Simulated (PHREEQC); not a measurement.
Make-up at 25 °C: 0.011 mol ZnCl2, 0.0017 mol H3BO3 and 6.5e-05 mol MnSO4 per kg of water. Closed to the air; pH follows from the charge balance.

All values are PHREEQC results (ion-association model, phreeqc.dat), not measurements.

This is a speciation only: nothing precipitates in the calculation.

### Question
Predict the pH.

### Answer
pH 5.50.

### Question
In which forms is Zn present?

### Answer
Zn+2 97 %, ZnCl+ 2.9 % of the Zn.

Complexes and solids missing from the database can't appear.
